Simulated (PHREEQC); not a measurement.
A solution holds 0.00025 mol PbCl2 per kg of water, at 71 °C. Closed to the air; pH follows from the charge balance.

All values are PHREEQC results (ion-association model, phreeqc.dat), not measurements.

```
quantity                  before    after
-----------------------  -------  -------
pH                          5.69     6.10
PbCl+ (mol/kgw)          1.08e-5  1.24e-7
PbOH+ (mol/kgw)          2.03e-6  5.80e-7
SI of Pb(OH)2 (Pb(OH)2)    +0.91    +0.79
```

Task: Which change was made?
(A) 5.5e-05 mol/kgw Al(NO3)3 added
(B) PbCl2 from 0.00025 to 2.5e-05 mol/kgw
(C) diluted 100-fold with water
(D) 7.1e-06 mol/kgw Pb(NO3)2 added
(E) 5.1e-05 mol/kgw Li2SO4 added

Result: B, PbCl2 from 0.00025 to 2.5e-05 mol/kgw

No solid was allowed to form. Some of these states are supersaturated (in Pb(OH)2, for instance). At this temperature some constants are extrapolated from 25 °C, and those without enthalpy data are left unchanged.
